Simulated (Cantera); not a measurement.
A closed system holds: 1 mol AlN, 0.013 mol H2, equilibrated at 2725 K and 100 Torr.

These are equilibrium values from Cantera (NASA tables, ideal gas, pure condensed phases), not measurements of a reactor. Candidate condensed phases: Al, AlN; 13 gas species. Equilibrium is a limit: real reactors are often held back by kinetics, nucleation or transport.

Base state: Al 0.656, N2 0.329, H 0.00962, H2 0.00317, AlH 0.00117, Al2 0.00109 (mole fractions); condensed: gas only.

Q: What changes in the equilibrium state with this change: H2 from 0.013 to 0.032 mol?

A: 
```json
[
 {"species": "Al", "before": "0.656", "after": "0.644"},
 {"species": "N2", "before": "0.329", "after": "0.324"},
 {"species": "H", "before": "0.00962", "after": "0.0178"},
 {"species": "H2", "before": "0.00317", "after": "0.0108"},
 {"species": "AlH", "before": "0.00117", "after": "0.00213"},
 {"species": "Al2", "before": "0.00109", "after": "0.00105"}
]
```
